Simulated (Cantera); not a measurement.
Input: 1 mol Si, 4.5 mol HBr, 0.88 mol N2, held at 775 K and 3.68 Torr.

Equilibrium computed with Cantera from the NASA thermochemical tables; the gas is ideal and each condensed phase is pure. N2 is the only nitrogen source here; it is nearly inert below about 1500 K, so the nitride shown seldom forms there in practice. Equilibrium is a limit: real reactors are often held back by kinetics, nucleation or transport.

```
species         before     after
-------------  -------  --------
HBr              0.606     0.393
H2               0.189     0.211
SiBr2          1.59e-9     0.177
SiBr4           0.0947  0.000672
Br             3.86e-7    0.0553
N2               0.110     0.159
H                <1e-9  0.000454
SiBr             <1e-9  0.000173
SiBr3          2.56e-7   0.00305
Br2            2.04e-8   4.98e-5
SiHBr3         1.05e-5   3.54e-5
Si3N4(s), mol    0.189         0
```
Gas species are given as mole fractions.

Question: Which change was made?
A) temperature from 775 K to 1623.15 K
B) temperature from 775 K to 1525 K
C) temperature from 775 K to 1248 K
D) N2 from 0.88 to 0.15 mol

Answer: A, temperature from 775 K to 1623.15 K. The tables' values for SiBr3, SiBr are old estimates; treat these amounts as uncertain
